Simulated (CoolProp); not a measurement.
Water at 293.15 K and 0.583 MPa flows at 1.1 m/s in a round tube of 10 mm bore and 0.25 µm roughness, fully developed (64/Re and Nu = 3.66 if laminar; Colebrook and Gnielinski if turbulent). Each further row changes one setting.

Model: reference Helmholtz-energy equation of state, Wagner 2002, in CoolProp.

```csv
case,Reynolds number,Darcy friction factor,pressure drop (Pa/m),heat-transfer coefficient (W/(m² K)),mass flow (kg/h)
as stated,[?],0.0302,1820,[?],311
velocity 2.2 m/s,21900,0.0254,6130,9580,621
diameter 20 mm,21900,[?],[?],4790,1240
```

Task: Fill in the missing entries.

Result: 
- as stated, Reynolds number: 11000
- as stated, heat-transfer coefficient (W/(m² K)): 5120
- diameter 20 mm, Darcy friction factor: 0.0253
- diameter 20 mm, pressure drop (Pa/m): 765

Viscosity comes from a separate model (Huber 2009). Thermal conductivity comes from a separate model (Huber 2012).
